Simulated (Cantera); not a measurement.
**NO annealing gas**

An isothermal, constant-pressure homogeneous reactor starts with NO : N2 = 1 : 1.5 (molar parts), at 1575 K and 100000 Pa.

Model: GRI-Mech 3.0 (53 species, 325 reactions), integrated in Cantera.

```
t (s)      x NO     x NO2      x O    x N2O   x N2
--------  -----  --------  -------  -------  -----
7.00e-6   0.400   5.86e-9  2.00e-8  2.59e-8  0.600
2.44e-5   0.400   4.95e-8  4.09e-8  9.02e-8  0.600
8.53e-5   0.400   2.67e-7  4.89e-8  3.14e-7  0.600
0.000298  0.400   1.06e-6  5.19e-8  1.09e-6  0.600
0.00104   0.400   3.90e-6  6.22e-8  3.72e-6  0.600
0.00363   0.400   1.46e-5  9.93e-8  1.20e-5  0.600
0.0127    0.400   5.74e-5  2.34e-7  3.20e-5  0.600
0.0442    0.400  0.000164  5.29e-7  5.41e-5  0.600
0.154     0.399  0.000204  6.36e-7  5.71e-5  0.601
0.539     0.396  0.000243  7.55e-7  5.63e-5  0.602
1.88      0.386  0.000341  1.06e-6  5.34e-5  0.607
6.57      0.356  0.000511  1.69e-6  4.52e-5  0.622
22.9      0.279  0.000647  2.70e-6  2.75e-5  0.661
80.0      0.156  0.000511  3.78e-6  8.60e-6  0.722
```
x: mole fraction; the columns are a selection and need not sum to one.

Equilibrium at this temperature and pressure: NO 0.00171, NO2 7.15e-6, O 4.81e-6, N2O 1.03e-7, N2 0.799 (gas phase only).
